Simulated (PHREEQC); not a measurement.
Consider water at 60 °C with 150 mmol/kgw TMAH and 13 mmol/kgw K2SiO3. Closed to the air; pH follows from the charge balance.

Model: ion-association model, phreeqc.dat, run in PHREEQC.

| quantity | before | after |
|---|---|---|
| pH | 12.05 | 11.44 |
| H2SiO4-2 (mol/kgw) | 0.00703 | 0.000431 |
| H3SiO4- (mol/kgw) | 0.00596 | 0.00215 |
| H4SiO4 (mol/kgw) | 9.08e-6 | 1.63e-5 |
| SI of Quartz (SiO2) | -1.50 | -1.26 |

Task: Which change was made?
A) temperature from 60 to 85 °C
B) TMAH left out
C) TMAH from 0.15 to 0.015 mol/kgw
D) diluted 5-fold with water

Result: D, diluted 5-fold with water

This is a speciation only: nothing precipitates in the calculation. (CH3)4N+ isn't in the database: it is added as a free cation with an ion size of 4 Å. Constants without temperature data keep their 25 °C values here.
